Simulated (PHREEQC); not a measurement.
1 kg of water holding 0.075 mol NaCl, 0.26 mol CaCl2, 0.0058 mol MgCl2, 0.029 mol KCl and 0.012 mol SrCl2 is evaporated at 25 °C; the solids stay in contact with the brine. No CO2 enters from the air. The run lets Bischofite, Brucite, Carnallite, Halite, Portlandite, Sylvite, MgCl2_4H2O precipitate or redissolve, and no other solid.

All values are PHREEQC results (Pitzer model, pitzer.dat), not measurements.

```json
[
 {"water left (kg)": "1", "ionic strength": "0.937", "water activity": "0.983", "Halite (mol)": "0", "Sr in solution (mol/kgw)": "0.0120", "Ca in solution (mol/kgw)": "0.260"},
 {"water left (kg)": "0.8219", "ionic strength": "1.14", "water activity": "0.980", "Halite (mol)": "0", "Sr in solution (mol/kgw)": "0.0146", "Ca in solution (mol/kgw)": "0.316"},
 {"water left (kg)": "0.6755", "ionic strength": "[?]", "water activity": "0.975", "Halite (mol)": "0", "Sr in solution (mol/kgw)": "0.0178", "Ca in solution (mol/kgw)": "0.385"},
 {"water left (kg)": "0.5552", "ionic strength": "[?]", "water activity": "0.969", "Halite (mol)": "0", "Sr in solution (mol/kgw)": "0.0216", "Ca in solution (mol/kgw)": "0.468"},
 {"water left (kg)": "0.4563", "ionic strength": "2.05", "water activity": "0.961", "Halite (mol)": "0", "Sr in solution (mol/kgw)": "0.0263", "Ca in solution (mol/kgw)": "0.570"},
 {"water left (kg)": "0.375", "ionic strength": "[?]", "water activity": "0.951", "Halite (mol)": "0", "Sr in solution (mol/kgw)": "0.0320", "Ca in solution (mol/kgw)": "0.693"},
 {"water left (kg)": "0.3082", "ionic strength": "3.04", "water activity": "0.938", "Halite (mol)": "0", "Sr in solution (mol/kgw)": "0.0389", "Ca in solution (mol/kgw)": "0.844"},
 {"water left (kg)": "0.2533", "ionic strength": "3.70", "water activity": "0.921", "Halite (mol)": "0", "Sr in solution (mol/kgw)": "0.0474", "Ca in solution (mol/kgw)": "1.03"},
 {"water left (kg)": "0.2082", "ionic strength": "4.50", "water activity": "0.898", "Halite (mol)": "0", "Sr in solution (mol/kgw)": "0.0576", "Ca in solution (mol/kgw)": "1.25"},
 {"water left (kg)": "0.1711", "ionic strength": "5.48", "water activity": "0.868", "Halite (mol)": "0", "Sr in solution (mol/kgw)": "0.0701", "Ca in solution (mol/kgw)": "1.52"},
 {"water left (kg)": "0.1407", "ionic strength": "6.66", "water activity": "0.828", "Halite (mol)": "0", "Sr in solution (mol/kgw)": "0.0853", "Ca in solution (mol/kgw)": "1.85"},
 {"water left (kg)": "0.1156", "ionic strength": "[?]", "water activity": "0.774", "Halite (mol)": "0", "Sr in solution (mol/kgw)": "0.104", "Ca in solution (mol/kgw)": "2.25"},
 {"water left (kg)": "0.09502", "ionic strength": "9.87", "water activity": "[?]", "Halite (mol)": "0", "Sr in solution (mol/kgw)": "0.126", "Ca in solution (mol/kgw)": "2.74"},
 {"water left (kg)": "0.07809", "ionic strength": "12.0", "water activity": "0.617", "Halite (mol)": "0", "Sr in solution (mol/kgw)": "0.154", "Ca in solution (mol/kgw)": "3.33"},
 {"water left (kg)": "0.06418", "ionic strength": "[?]", "water activity": "0.538", "Halite (mol)": "0.0350", "Sr in solution (mol/kgw)": "0.187", "Ca in solution (mol/kgw)": "4.05"},
 {"water left (kg)": "0.05275", "ionic strength": "16.6", "water activity": "0.441", "Halite (mol)": "0.0597", "Sr in solution (mol/kgw)": "0.227", "Ca in solution (mol/kgw)": "4.93"}
]
```

Question: Some entries are withheld; supply them.

Answer: 
- 0.6755, ionic strength: 1.39
- 0.5552, ionic strength: 1.69
- 0.375, ionic strength: 2.50
- 0.1156, ionic strength: 8.11
- 0.09502, water activity: 0.705
- 0.06418, ionic strength: 14.1

Species that the database lacks are ignored.
